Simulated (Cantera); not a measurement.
Cantera run, input and output.

```python
import numpy as np
import cantera as ct

surf = ct.Interface("ptcombust.yaml", "Pt_surf")
gas = surf.adjacent["gas"]
gas.TPX = 475, 500000, {'H2': 0.0036, 'O2': 0.028, 'N2': 0.79}
surf.TP = 475, 500000
reactor = ct.FlowReactor(gas, clone=False)
reactor.area = 0.0001  # m2
reactor.surface_area_to_volume_ratio = 470  # 1/m
reactor.mass_flow_rate = 1.8 * reactor.area * gas.density  # inlet velocity 1.8 m/s
reactor.energy_enabled = False
wall = ct.ReactorSurface(surf, reactor, clone=False)
net = ct.ReactorNet([reactor])
net.rtol, net.atol = 1e-8, 1e-16
show, cover = ['H2', 'O2', 'H2O'], ['PT(S)', 'H(S)', 'O(S)', 'OH(S)', 'CO(S)', 'C(S)']

rows = []
print(f"{'z/m':>9s}{'u/(m/s)':>9s}" + "".join(f"{s:>13s}" for s in show + cover))
for z in [5.8e-05, 9.6e-05, 0.00016, 0.00027, 0.00045, 0.00075, 0.0012, 0.0021, 0.0035, 0.0058]:
    net.advance(z)
    rows.append([reactor.speed, *gas[show].X, *surf[cover].coverages])
    print(f"{z:9.4g}{rows[-1][0]:9.3g}" + "".join(f"{x:13.4e}" for x in rows[-1][1:]))
```

It prints:

```
      z/m  u/(m/s)           H2           O2          H2O        PT(S)         H(S)         O(S)        OH(S)        CO(S)         C(S)
  5.8e-05      1.8   4.0851e-03   3.3936e-02   2.9722e-04   1.7067e-01   4.0452e-07   7.6661e-01   6.2395e-02  -6.6752e-26  -8.2752e-31
  9.6e-05      1.8   3.9111e-03   3.3852e-02   4.7166e-04   1.6381e-01   3.6876e-07   7.7279e-01   6.3053e-02  -3.7496e-26   3.4985e-32
  0.00016      1.8   3.6484e-03   3.3725e-02   7.3493e-04   1.5338e-01   3.1820e-07   7.8243e-01   6.3798e-02  -5.6250e-26  -8.2252e-31
  0.00027      1.8   3.2691e-03   3.3541e-02   1.1150e-03   1.3819e-01   2.5230e-07   7.9706e-01   6.4330e-02  -5.5693e-25  -1.6590e-29
  0.00045      1.8   2.7911e-03   3.3310e-02   1.5941e-03   1.1880e-01   1.8091e-07   8.1673e-01   6.4019e-02   7.7786e-25  -1.6233e-29
  0.00075      1.8   2.2406e-03   3.3044e-02   2.1458e-03   9.6142e-02   1.1430e-07   8.4131e-01   6.2111e-02   1.0873e-25   1.6437e-29
   0.0012      1.8   1.7258e-03   3.2794e-02   2.6617e-03   7.4613e-02   6.6490e-08   8.6652e-01   5.8469e-02   2.8636e-23  -6.2405e-28
   0.0021      1.8   1.1792e-03   3.2530e-02   3.2095e-03   5.1397e-02   3.0364e-08   8.9639e-01   5.1897e-02  -7.3223e-22  -1.6840e-26
   0.0035      1.8   7.8811e-04   3.2340e-02   3.6015e-03   3.4551e-02   1.3336e-08   9.2063e-01   4.4589e-02   5.5366e-26  -1.5063e-30
   0.0058      1.8   5.0919e-04   3.2205e-02   3.8810e-03   2.2417e-02   5.4982e-09   9.4029e-01   3.7134e-02  -1.2535e-24  -5.7012e-29
```

Computed with Cantera and Deutschmann's 1995 Pt surface mechanism with GRI-Mech 3.0 gas chemistry. Catalytic surfaces can have several steady states; this one follows from the mechanism file's or the stated starting coverage. Mass transfer to the wall is taken as infinitely fast.
